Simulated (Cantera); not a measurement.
An adiabatic, constant-pressure homogeneous reactor starts with H₂ : O₂ : N₂ = 1 : 0.238 : 0.895 (molar parts), equivalence ratio 2.1, at 1225 K and 10.0 bar. Integrator tolerance rtol = 1e-08.

Computed with Cantera and GRI-Mech 3.0 (53 species, 325 reactions). The hydrogen kinetics of GRI-Mech 3.0 are dated; newer H2 mechanisms differ, most at raised pressure.

What does this change do: N2 0.895 to 1.5 parts?


```json
[
 {"quantity": "time of steepest temperature rise", "before": "28.9 µs", "after": "31.8 µs"},
 {"quantity": "temperature at 0.300 s", "before": "2737 K", "after": "2454 K"},
 {"quantity": "equilibrium temperature", "before": "2737 K", "after": "2454 K"},
 {"quantity": "x(H₂) at 0.300 s", "before": "0.271 (gas-phase equilibrium 0.271)", "after": "0.208 (gas-phase equilibrium 0.208)"},
 {"quantity": "x(O₂) at 0.300 s", "before": "2.42e-5 (gas-phase equilibrium 2.42e-5)", "after": "1.89e-6 (gas-phase equilibrium 1.89e-6)"},
 {"quantity": "x(NO₂) at 0.300 s", "before": "6.73e-9 (gas-phase equilibrium 6.73e-9)", "after": "4.91e-10 (gas-phase equilibrium 4.91e-10)"},
 {"quantity": "x(HO₂) at 0.300 s", "before": "7.81e-8 (gas-phase equilibrium 7.81e-8)", "after": "5.09e-9 (gas-phase equilibrium 5.09e-9)"},
 {"quantity": "x(N₂O) at 0.300 s", "before": "3.81e-8 (gas-phase equilibrium 3.81e-8)", "after": "8.50e-9 (gas-phase equilibrium 8.50e-9)"},
 {"quantity": "x(NO) at 0.300 s", "before": "0.000280 (gas-phase equilibrium 0.000280)", "after": "5.56e-5 (gas-phase equilibrium 5.56e-5)"}
]
```

What does this change do: 0.052 parts CO2 added?


```json
[
 {"quantity": "time of steepest temperature rise", "before": "28.9 µs", "after": "31.5 µs"},
 {"quantity": "temperature at 0.300 s", "before": "2737 K", "after": "2682 K"},
 {"quantity": "equilibrium temperature", "before": "2737 K", "after": "2682 K"},
 {"quantity": "x(H₂) at 0.300 s", "before": "0.271 (gas-phase equilibrium 0.271)", "after": "0.242 (gas-phase equilibrium 0.242)"},
 {"quantity": "x(O₂) at 0.300 s", "before": "2.42e-5 (gas-phase equilibrium 2.42e-5)", "after": "2.19e-5 (gas-phase equilibrium 2.19e-5)"},
 {"quantity": "x(NO₂) at 0.300 s", "before": "6.73e-9 (gas-phase equilibrium 6.73e-9)", "after": "5.82e-9 (gas-phase equilibrium 5.82e-9)"},
 {"quantity": "x(HO₂) at 0.300 s", "before": "7.81e-8 (gas-phase equilibrium 7.81e-8)", "after": "6.63e-8 (gas-phase equilibrium 6.63e-8)"},
 {"quantity": "x(N₂O) at 0.300 s", "before": "3.81e-8 (gas-phase equilibrium 3.81e-8)", "after": "3.25e-8 (gas-phase equilibrium 3.25e-8)"},
 {"quantity": "x(NO) at 0.300 s", "before": "0.000280 (gas-phase equilibrium 0.000280)", "after": "0.000242 (gas-phase equilibrium 0.000242)"}
]
```

What does this change do: 0.11 parts NO added?


| quantity | before | after |
|---|---|---|
| time of steepest temperature rise | 28.9 µs | 6.33 µs |
| temperature at 0.300 s | 2737 K | 2984 K |
| equilibrium temperature | 2737 K | 2984 K |
| x(H₂) at 0.300 s | 0.271 (gas-phase equilibrium 0.271) | 0.205 (gas-phase equilibrium 0.205) |
| x(O₂) at 0.300 s | 2.42e-5 (gas-phase equilibrium 2.42e-5) | 0.000347 (gas-phase equilibrium 0.000347) |
| x(NO₂) at 0.300 s | 6.73e-9 (gas-phase equilibrium 6.73e-9) | 1.12e-7 (gas-phase equilibrium 1.12e-7) |
| x(HO₂) at 0.300 s | 7.81e-8 (gas-phase equilibrium 7.81e-8) | 1.01e-6 (gas-phase equilibrium 1.01e-6) |
| x(N₂O) at 0.300 s | 3.81e-8 (gas-phase equilibrium 3.81e-8) | 2.07e-7 (gas-phase equilibrium 2.07e-7) |
| x(NO) at 0.300 s | 0.000280 (gas-phase equilibrium 0.000280) | 0.00149 (gas-phase equilibrium 0.00149) |
The mechanism lacks 2 NO + O2 → 2 NO2 and HONO, so NO2 and the effect of NO are under-described below about 1400 K.
